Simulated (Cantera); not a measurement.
Feed: 1 mol Si3H8, 0.052 mol Cl2, 860 mol H2, at 652 °C and 1.70 bar.

These are equilibrium values from Cantera (NASA tables, ideal gas, pure condensed phases), not measurements of a reactor. Candidate condensed phases: Si; 19 gas species. The feed counts by its element totals alone. Kinetics and transport are ignored.

Base state: H2 1.000, HCl 0.000113 (mole fractions); condensed: Si(s).

Q: What changes in the equilibrium state with this change: Si3H8 replaced by SiHCl3?

A: 
| species | before | after |
|---|---|---|
| H2 | 1.000 | 0.998 |
| HCl | 0.000113 | 0.00105 |
| SiHCl3 | 6.47e-7 | 0.000523 |
| SiCl4 | 2.01e-8 | 0.000151 |
| SiH2Cl2 | 2.05e-6 | 0.000178 |
| SiH3Cl | 1.60e-6 | 1.49e-5 |
| Si(s), mol | 3.00 | 0.249 |
